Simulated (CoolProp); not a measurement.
Saturated liquid density (kg/m³) of CH3F (R41): the reference equation beside estimates from Tc = 44.1 °C, pc = 5.906 MPa, ω = 0.200. Rackett uses Z = 0.29056 − 0.08775 ω.

Model: reference Helmholtz-energy equation of state, Lemmon 2006, in CoolProp. It is a short technical equation, of lower accuracy than the large ones.

```
T (°C)  reference  Rackett  van der Waals
------  ---------  -------  -------------
-66.95      856.9    730.4          453.1
-61.65      845.2    720.8          447.2
-56.25      833.0    710.7          441.0
-50.85      820.5    700.3          434.7
-45.55      807.9    689.9          428.2
-40.15      794.7    679.0          421.4
-34.75      781.0    667.8          414.4
-29.45      767.2    656.5          407.2
-24.05      752.6    644.5          399.6
-18.65      737.3    632.0          391.7
-13.35      721.7    619.3          383.5
-7.95       705.0    605.7          374.8
-2.55       687.4    591.5          365.6
2.85        668.8    576.3          355.8
8.15        649.1    560.5          345.5
```

Absolute difference from the reference over all 15 rows, mean and median: Rackett 14.4 and 14.4 %, van der Waals 46.9 and 46.9 %.
